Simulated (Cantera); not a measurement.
A perfectly stirred reactor is fed with NO : N₂ = 1 : 0.73 (molar parts), at 90.0 Torr; it is held at 1575 K, and followed from long to short residence time.

Detailed kinetics in Cantera: GRI-Mech 3.0 (53 species, 325 reactions).

Problem. What does this change do: temperature 1575 to 2075 K?

Solution. 
```json
[
 {"quantity": "x(NO) at τ = 2.70 s", "before": "0.573", "after": "0.192"},
 {"quantity": "x(N₂) at τ = 2.70 s", "before": "0.424", "after": "0.615"},
 {"quantity": "x(O) at τ = 2.70 s", "before": "2.75e-6", "after": "0.00151"},
 {"quantity": "x(N₂O) at τ = 2.70 s", "before": "0.000106", "after": "1.26e-5"},
 {"quantity": "x(NO₂) at τ = 2.70 s", "before": "0.000130", "after": "9.67e-5"},
 {"quantity": "x(NO) at τ = 40.0 ms", "before": "0.578", "after": "0.567"},
 {"quantity": "x(N₂) at τ = 40.0 ms", "before": "0.422", "after": "0.427"},
 {"quantity": "x(O) at τ = 40.0 ms", "before": "1.16e-6", "after": "0.000459"},
 {"quantity": "x(N₂O) at τ = 40.0 ms", "before": "2.80e-5", "after": "0.000133"},
 {"quantity": "x(NO₂) at τ = 40.0 ms", "before": "3.31e-5", "after": "6.95e-5"}
]
```
